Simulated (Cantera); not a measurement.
**Ignition delay**

Mixture: CH3OH : O2 : N2 : H2O = 1 : 1.15 : 4.34 : 0.28 (molar parts), equivalence ratio 1.3, at 18800 Torr, adiabatic and at constant volume. Ignition delay is the time to a rise of 400 K.

Detailed kinetics in Cantera: GRI-Mech 3.0 (53 species, 325 reactions). GRI-Mech 3.0 was tuned for natural gas; its chemistry of methanol as a main component is partial and can be far from experiment. The pressure lies above the range GRI-Mech 3.0 was tuned for (to about 10 atm).

```tsv
T0 (K)	delay (ms)
1250	0.301
1325	0.0989
1400	0.0370
1475	0.0155
1550	0.00723
1625	0.00367
1700	0.00200
1775	0.00116
1850	0.000713
1925	0.000458
```

```yaml
apparent activation energy between 1775 and 1925 K: 180 kJ/mol
```
